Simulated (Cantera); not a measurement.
Charge: 1 mol PH₃, 0.036 mol O₂, equilibrated at 2100 K and 0.0900 Torr.

Method: chemical equilibrium by Gibbs-energy minimisation in Cantera with the NASA 1993 tables (ideal gas, pure condensed phases). Candidate condensed phases: H₂O, P, P₄O₁₀; 17 gas species. Gases not in the tables: HPO₂, HPO₃ and P₄O₆. The numbers say what is thermodynamically allowed, not how fast it happens.

Base state: H₂ 0.542, H 0.209, P₂ 0.184, P 0.0330, PO 0.0304, H₂O 0.000538, PH 0.000303, PO₂ 3.93e-5 (mole fractions); condensed: gas only.

Task: What changes in the equilibrium state with this change: pressure from 0.0900 Torr to 100 Torr?

Result: 
```
species    before     after
-------  --------  --------
H₂          0.542     0.721
P₂          0.184     0.235
PO         0.0304    0.0203
H           0.209   0.00725
P          0.0330   0.00112
H₂O      0.000538    0.0141
P₄        3.24e-8   5.87e-5
PO₂       3.93e-5  0.000517
OH        2.47e-5   1.69e-5
```

Task: What changes in the equilibrium state with this change: PH₃ replaced by CO₂?

Result: 
```
species    before   after
-------  --------  ------
CO₂             0   0.473
CO              0   0.315
O₂        2.88e-9   0.161
H₂          0.542       0
H           0.209       0
P₂          0.184       0
P          0.0330       0
PO         0.0304       0
O         6.82e-6  0.0509
H₂O      0.000538       0
PH       0.000303       0
PO₂       3.93e-5       0
OH        2.47e-5       0
```
Further candidate phases: C.
